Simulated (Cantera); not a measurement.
What does this Cantera script print?

```python
import numpy as np
import cantera as ct

gas_names = [...]  # 87 gases of nasa_gas.yaml made of C, H, Si
cond_names = """
    C(gr) C6H6(L) C7H8(L) C8H18(L),n-octa Si(cr) Si(L) SiC(b)
""".split()


# ... load() reads the species with a 1 bar reference pressure and builds the phases ...
atoms = {
    'CH3SiH3': {'C': 1, 'H': 6, 'Si': 1},
    'C2H2': {'C': 2, 'H': 2},
    'H2': {'H': 2},
}
top_T = {'C(gr)': 4500, 'SiC(b)': 3050}  # K; cautious upper limits of use, not melting points


# ... equilibrate(T, P, feed) seeds the gas with the atoms and calls Mixture.equilibrate('TP', solver="vcs", rtol=1e-11, max_steps=5000) ...
results = []
feed = {'CH3SiH3': 1, 'C2H2': 1.2, 'H2': 580}  # mol
P = 1000  # Pa
for T in [1248, 1348, 1448, 1548, 1648, 1748, 1848, 1948, 2048, 2148, 2248, 2348, 2448, 2548]:
    mix = equilibrate(T, P, feed)
    results.append((T, P, feed, dict(zip(mix.species_names, mix.species_moles))))

top = {s: max(r[3][s] / sum(r[3][g] for g in gas_names) for r in results) for s in gas_names}
cols = sorted((s for s in top if top[s] > 0.001), key=lambda s: -top[s])[:5]
seen = [c for c in cond_names if any(r[3].get(c, 0) > 1e-12 for r in results)]
print("log10 of partial pressures in bar; condensed amounts in mol")
print(f"{'T/K':>10s}" + "".join(f"{s[:9]:>10s}" for s in cols + seen))
for T, P, feed, n in results:
    ng = sum(n[g] for g in gas_names)
    print(f"{T:10.4g}" + "".join(f"{np.log10(max(n[s] / ng * P / 1e5, 1e-99)):10.3f}" for s in cols)
          + "".join(f"{n.get(c, 0):10.4g}" for c in seen))
```

Output:

```
log10 of partial pressures in bar; condensed amounts in mol
       T/K        H2         H C2H2,acet        Si     C(gr)    SiC(b)
      1248    -2.000    -7.331    -8.614   -13.761     2.335         1
      1348    -2.000    -6.636    -7.920   -12.150     2.364         1
      1448    -2.000    -6.035    -7.323   -10.763     2.375         1
      1548    -2.000    -5.512    -6.804    -9.556      2.37         1
      1648    -2.000    -5.051    -6.350    -8.498      2.34    0.9997
      1748    -2.001    -4.642    -5.948    -7.562     2.265    0.9979
      1848    -2.002    -4.277    -5.592    -6.728     2.108    0.9867
      1948    -2.005    -3.950    -5.274    -5.981     1.838    0.9271
      2048    -2.010    -3.655    -4.990    -5.307     1.494    0.6511
      2148    -2.020    -3.390    -4.737    -4.858     1.045         0
      2248    -2.034    -3.151    -4.579    -4.851         0         0
      2348    -2.056    -2.936    -4.588    -4.847         0         0
      2448    -2.088    -2.745    -4.606    -4.853         0         0
      2548    -2.136    -2.578    -4.635    -4.868         0         0
```

These are equilibrium values from Cantera (NASA tables, ideal gas, pure condensed phases), not measurements of a reactor. The feed counts by its element totals alone. Gases not in the tables: Si2H6 and higher silanes.
